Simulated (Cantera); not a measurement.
Charge: 1 mol CO₂, 0.042 mol H₂, 17 mol N₂, 0.28 mol SO₂, held at 3.90 bar.

Method: chemical equilibrium by Gibbs-energy minimisation in Cantera with the NASA 1993 tables (ideal gas, pure condensed phases). Candidate condensed phases: C, C₆H₆, C₇H₈, C₈H₁₈, H₂O, H₂SO₄, S; 150 gas species. Gases not in the tables: S₃ to S₇. Rates play no part. All values below are at 1025 °C.

Base state: N₂ 0.928, CO₂ 0.0533, SO₂ 0.0148, H₂O 0.00225, CO 0.00129, S₂ 0.000210, H₂ 3.10e-5, SO 1.97e-5 (mole fractions); condensed: gas only.

Q: What changes in the equilibrium state with this change: pressure from 3.90 bar to 0.100 bar?

A: 
| species | before | after |
|---|---|---|
| N₂ | 0.928 | 0.928 |
| CO₂ | 0.0533 | 0.0525 |
| SO₂ | 0.0148 | 0.0152 |
| CO | 0.00129 | 0.00204 |
| COS | 1.33e-5 | 1.45e-6 |
| S₂O | 1.56e-5 | 1.76e-6 |

Q: What changes in the equilibrium state with this change: CO₂ replaced by S?

A: 
```tsv
species	before	after
N₂	0.928	0.955
S₂	0.000210	0.0279
SO₂	0.0148	0.0144
CO₂	0.0533	0
CO	0.00129	0
COS	1.33e-5	0
S₂O	1.56e-5	0.000604
H₂S	9.96e-6	0.000338
```
